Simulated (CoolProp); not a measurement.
A single-stage vapour-compression cycle with R404A: evaporating at 209.15 K (dew point), condensing at 264.15 K (bubble point), superheat 2 K, subcooling 8 K, compressor efficiency 0.6, no pressure losses. Each further row changes one setting.

Values from CoolProp's reference Helmholtz-energy equation of state, Lemmon 2003. It is a pseudo-pure fit of the blend.

```json
[
 {"case": "as stated", "cooling COP": "1.86", "pressure ratio": "12.1", "discharge temperature (K)": "319.6", "refrigerating effect (kJ/kg)": "153", "volumetric capacity (kJ/m³)": "329"},
 {"case": "evaporating temperature 214.15 K", "cooling COP": "2.14", "pressure ratio": "9.05", "discharge temperature (K)": "[?]", "refrigerating effect (kJ/kg)": "156", "volumetric capacity (kJ/m³)": "439"},
 {"case": "condensing temperature 259.15 K", "cooling COP": "2.10", "pressure ratio": "10.1", "discharge temperature (K)": "311.8", "refrigerating effect (kJ/kg)": "160", "volumetric capacity (kJ/m³)": "343"},
 {"case": "subcooling 13 K", "cooling COP": "1.94", "pressure ratio": "12.1", "discharge temperature (K)": "319.6", "refrigerating effect (kJ/kg)": "160", "volumetric capacity (kJ/m³)": "343"},
 {"case": "superheat 12 K", "cooling COP": "1.85", "pressure ratio": "12.1", "discharge temperature (K)": "[?]", "refrigerating effect (kJ/kg)": "161", "volumetric capacity (kJ/m³)": "[?]"},
 {"case": "compressor efficiency 0.5", "cooling COP": "1.55", "pressure ratio": "12.1", "discharge temperature (K)": "336.7", "refrigerating effect (kJ/kg)": "153", "volumetric capacity (kJ/m³)": "329"}
]
```

Complete the blanks.


- evaporating temperature 214.15 K, discharge temperature (K): 312.7
- superheat 12 K, discharge temperature (K): 331.5
- superheat 12 K, volumetric capacity (kJ/m³): 328
